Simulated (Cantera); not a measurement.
What does this Cantera script print?

```python
import numpy as np
import cantera as ct

gas_names = """
    F FO FO2 F2 F2O H HF HNO HNO2 HNO3 HOF HO2 H2 H2F2 H2O H2O2 H3F3 H4F4 H5F5 H6F6 H7F7 N NF NF2 NF3 NH
    NH2 NH3 NH2OH NO NO2 NO3 N2 N2H2 N2H4 N2O O OH O2 O3 Si SiF SiF2 SiF3 SiF4 SiH SiHF3 SiH2 SiH2F2
    SiH3 SiH3F SiH4 SiN SiO SiO2 Si2 Si2N Si3
""".split()
cond_names = """
    H2O(s) H2O(L) Si(cr) Si(L) SiO2(Lqz) SiO2(hqz) SiO2(L) Si2N2O(s) Si3N4(a)
""".split()


def load(file, names, dense=False):
    # The tables refer to 1 bar. Condensed volumes are neglected.
    table = {s.name: s for s in ct.Species.list_from_file(file)}
    out = []
    for n in names:
        d = dict(table[n].input_data)
        d["thermo"] = dict(d["thermo"], **{"reference-pressure": 1e5})
        if dense:
            d["equation-of-state"] = {"model": "constant-volume", "density": "1e6 g/cm^3"}
        out.append(ct.Species.from_dict(d))
    return out


gas = ct.Solution(thermo="ideal-gas", species=load("nasa_gas.yaml", gas_names))
cond = {s.name: ct.Solution(thermo="fixed-stoichiometry", species=[s], name=s.name)
        for s in load("nasa_condensed.yaml", cond_names, dense=True)}
atoms = {
    'SiO2': {'Si': 1, 'O': 2},
    'HF': {'H': 1, 'F': 1},
    'N2': {'N': 2},
}
top_T = {'Si2N2O(s)': 2100, 'Si3N4(a)': 2400}  # K; cautious upper limits of use, not melting points


def equilibrate(T, P, feed):
    n = {}
    for name, mol in feed.items():
        for a, k in atoms[name].items():
            n[a] = n.get(a, 0.0) + k * mol
    gas.TPX = T, P, n
    mass = sum(n.values()) * gas.mean_molecular_weight
    gas.equilibrate("TP")
    valid = [c for c in cond.values() if c.min_temp <= T <= top_T.get(c.name, c.max_temp)]
    mix = ct.Mixture([(gas, mass / gas.mean_molecular_weight)] + [(c, 0.0) for c in valid])
    mix.T, mix.P = T, P
    mix.equilibrate("TP", solver="vcs", rtol=1e-11, max_steps=5000)
    return mix


results = []
feed = {'SiO2': 1, 'HF': 7, 'N2': 97}  # mol
T = 750  # K
P = 1000  # Pa
mix = equilibrate(T, P, feed)
results.append((T, P, feed, dict(zip(mix.species_names, mix.species_moles))))
x = sorted(zip(gas.X, gas.species_names), reverse=True)
print(f"T = {T:g} K  P = {P:g} Pa  gas = {mix.phase_moles(0):.4g} mol")
print("   x: " + "  ".join(f"{s} {v:.3e}" for v, s in x if v > 0.001))
print("   condensed (mol): " + ("  ".join(f"{mix.phase(i).name} {mix.phase_moles(i):.4g}"
      for i in range(1, mix.n_phases) if mix.phase_moles(i) > 1e-12) or "none"))
```

It prints:

```
T = 750 K  P = 1000 Pa  gas = 103.1 mol
   x: N2 9.413e-01  HF 3.117e-02  H2O 1.838e-02  SiF4 9.190e-03
   condensed (mol): SiO2(Lqz) 0.05296
```

These are equilibrium values from Cantera (NASA tables, ideal gas, pure condensed phases), not measurements of a reactor.
